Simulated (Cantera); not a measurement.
Charge: 1 mol SiO₂, 10 mol NF₃, a varied amount of H₂, held at 1552 °C and 2.80 Pa.

These are equilibrium values from Cantera (NASA tables, ideal gas, pure condensed phases), not measurements of a reactor. Candidate condensed phases: H₂O, Si, SiO₂, Si₂N₂O, Si₃N₄; 58 gas species. The numbers say what is thermodynamically allowed, not how fast it happens.

Q: At 9.2 mol H₂, list the 5 most abundant gas species with their mole fractions, and the condensed phases.

A: HF 0.556, F 0.230, N₂ 0.151, SiF₄ 0.0302, O₂ 0.0275. Condensed: gas only.
